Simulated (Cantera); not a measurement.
Charge: 1 mol SiCl₄, 0.57 mol N₂O, equilibrated at 1027 °C and 1.20 mbar.

Cantera equilibrium calculation (NASA polynomials, part measured and part estimated; ideal gas, pure solids and liquids). Candidate condensed phases: Si, SiO₂, Si₂N₂O, Si₃N₄; 23 gas species. The tables' values for SiCl₃ are old estimates; treat these amounts as uncertain. The tables hold silica as quartz up to 1696 K and as liquid above; real silica turns to tridymite and cristobalite and melts near 1996 K. Rates play no part.

Base state: SiCl₄ 0.354, N₂ 0.283, Cl₂ 0.202, Cl 0.161, SiCl₃ 2.60e-5 (mole fractions); condensed: SiO₂(β-quartz).

Problem. What changes in the equilibrium state with this change: N₂O from 0.57 to 2.7 mol?

Solution. 
| species | before | after |
|---|---|---|
| N₂ | 0.283 | 0.485 |
| Cl₂ | 0.202 | 0.267 |
| Cl | 0.161 | 0.185 |
| SiCl₄ | 0.354 | 3.97e-8 |
| O₂ | 4.03e-9 | 0.0628 |
| SiCl₃ | 2.60e-5 | <1e-9 |
| NO | 3.29e-8 | 0.000170 |
| ClO | 1.16e-8 | 5.28e-5 |
| SiO₂(β-quartz), mol | 0.285 | 1.00 |
